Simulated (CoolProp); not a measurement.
Vapour-liquid equilibrium of dimethyl ether (1) + R236EA (2) at 66.95 °C; x and y are mole fractions of (1).

The numbers come from the multi-fluid Helmholtz-energy mixture model, Wu 2011 and Rui 2013; pair parameters Bell 2016 in CoolProp.

```tsv
x	bubble pressure (bar)	y at the bubble point	dew pressure at overall composition x (bar)	liquid density (mol/L)
0.05	7.282	0.054	7.278	8.600
0.15	7.406	0.171	7.379	9.001
0.25	7.635	0.299	7.534	9.419
0.35	8.027	0.436	7.761	9.854
0.45	8.644	0.573	8.079	10.30
0.55	9.546	0.701	8.519	10.76
0.65	10.77	0.808	9.136	11.22
0.75	12.31	0.891	10.03	11.68
0.85	14.09	0.949	11.45	12.12
0.95	15.98	0.987	14.13	12.52
```

No azeotrope shows between x = 0.05 and 0.95.

The pair parameters rest on a limited set of measurements; away from them the model extrapolates.
